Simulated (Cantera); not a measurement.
Input: 1 mol CH3SiCl3, 0.0088 mol C2H4, 150 mol H2, held at 1127 °C.

Method: chemical equilibrium by Gibbs-energy minimisation in Cantera with the NASA 1993 tables (ideal gas, pure condensed phases). Candidate condensed phases: C, C6H6, C7H8, C8H18, Si, SiC; 109 gas species. The feed counts by its element totals alone. Rates play no part.

Which condensed phases are stable at each of these points (P (Pa)): 100, 270, 720, 1900, 5200, 14000, 37000, 100000?


```tsv
P (Pa)	condensed phases	Si condensed (%)
100	C(graphite) + SiC(s)	99.9
270	C(graphite) + SiC(s)	99.9
720	C(graphite) + SiC(s)	99.9
1900	C(graphite) + SiC(s)	99.9
5200	SiC(s)	99.8
14000	SiC(s)	99.6
37000	SiC(s)	99.1
100000	SiC(s)	98.1
```

From 1.00 mbar to 19.0 mbar the condensed part is C(graphite) + SiC(s). From 52.0 mbar to 1.00 bar the condensed part is SiC(s).
